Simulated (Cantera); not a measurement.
Input: 1 mol V2O3, 1.8 mol H2, 2.1 mol N2, equilibrated at 0.730 bar.

Cantera equilibrium calculation (NASA polynomials, part measured and part estimated; ideal gas, pure solids and liquids). Candidate condensed phases: H2O, V, VN, VO, V2O3, V2O4, V2O5; 28 gas species. VN: taken at fixed stoichiometry. Condensed phases not in the tables: the oxides between V2O3 and V2O5 other than VO2, V2N. Rates play no part. All values below are at 725 °C.

Base state: N2 0.538, H2 0.459, H2O 0.00259, NH3 9.83e-5 (mole fractions); condensed: VN(s) + V2O3(s).

Q: What changes in the equilibrium state with this change: pressure from 0.730 bar to 13.3 mbar?

A: 
```json
[
 {"species": "N2", "before": "0.538", "after": "0.538"},
 {"species": "H2", "before": "0.459", "after": "0.461"},
 {"species": "H2O", "before": "0.00259", "after": "0.000684"},
 {"species": "NH3", "before": "9.83e-5", "after": "1.81e-6"},
 {"species": "VN(s), mol", "before": "0.00672", "after": "0.00178"},
 {"species": "V2O3(s), mol", "before": "0.997", "after": "0.999"}
]
```
